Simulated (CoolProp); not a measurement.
n-perfluorobutane along the isotherm -14.35 °C: fugacity coefficient from the reference equation and from simpler models built on Tc = 113.2 °C, pc = 2322 kPa, ω = 0.372; each cubic takes its own stable root.

Model: reference Helmholtz-energy equation of state, Gao 2022, in CoolProp.

| p (kPa) | phase | reference |
|---|---|---|
| 317 | liquid | 0.1865 |
| 633 | liquid | 0.09541 |
| 950 | liquid | 0.06494 |
| 1270 | liquid | 0.04964 |
| 1580 | liquid | 0.04074 |
| 1900 | liquid | 0.03461 |
| 2220 | liquid | 0.03027 |
| 2530 | liquid | 0.02712 |
| 2850 | liquid | 0.02459 |
| 3170 | liquid | 0.02259 |
| 3480 | liquid | 0.02101 |

Question: How far does each simpler model (van der Waals, Redlich-Kwong, Soave-Redlich-Kwong, Peng-Robinson) lie from the reference over these 11 states: mean and median of the absolute difference, and the worst?

Answer: 
- van der Waals: mean 479.1 %, median 485.1 %, worst +522.6 % at -14.35 °C and 3480 kPa
- Redlich-Kwong: mean 125.5 %, median 125.6 %, worst +128.0 % at -14.35 °C and 3480 kPa
- Soave-Redlich-Kwong: mean 0.6 %, median 0.6 %, worst +1.1 % at -14.35 °C and 3480 kPa
- Peng-Robinson: mean 0.5 %, median 0.4 %, worst -1.1 % at -14.35 °C and 3480 kPa

At some of these states van der Waals gives the other phase, because its saturation line lies elsewhere.
